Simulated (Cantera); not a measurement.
Feed: 1 mol ZrO2, 88 mol H2, 0.7 mol H2O, held at 0.0210 bar.

Method: chemical equilibrium by Gibbs-energy minimisation in Cantera with the NASA 1993 tables (ideal gas, pure condensed phases). Candidate condensed phases: H2O, Zr, ZrO2; 12 gas species. Kinetics and transport are ignored.

Question: Which condensed phases are stable at each of these points (T (°C)): 1050, 1125, 1200, 1275, 1350, 1425, 1500, 1575, 1650, 1725, 1800, 1875, 1950?

Answer: 
```csv
T (°C),condensed phases,Zr condensed (%)
1050,ZrO2(monoclinic),100.0
1125,ZrO2(monoclinic),100.0
1200,ZrO2(monoclinic),100.0
1275,ZrO2(tetragonal),100.0
1350,ZrO2(tetragonal),100.0
1425,ZrO2(tetragonal),100.0
1500,ZrO2(tetragonal),100.0
1575,ZrO2(tetragonal),100.0
1650,ZrO2(tetragonal),100.0
1725,ZrO2(tetragonal),100.0
1800,ZrO2(tetragonal),100.0
1875,ZrO2(tetragonal),100.0
1950,ZrO2(tetragonal),100.0
```

From 1050 °C to 1200 °C the condensed part is ZrO2(monoclinic). From 1275 °C to 1950 °C the condensed part is ZrO2(tetragonal).
